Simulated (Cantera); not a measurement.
Equilibrium for iron carbonyl, mercury and lead vapours: Hg + O2 + H2

Feed: 1 mol Hg, 0.14 mol O2, 2 mol H2, held at 1500 K and 68.0 mbar.

Method: chemical equilibrium by Gibbs-energy minimisation in Cantera with the NASA 1993 tables (ideal gas, pure condensed phases). Candidate condensed phases: H2O, Hg, HgO; 10 gas species. The numbers say what is thermodynamically allowed, not how fast it happens.

```
Quantity                             Result
--------------------------------  ---------
x(H2)                                 0.573
x(Hg)                                 0.333
x(H2O)                               0.0933
x(H)                                5.11e-5
gas amount                        3.000 mol
log10 activity of Hg(l) (absent)      -4.39
```
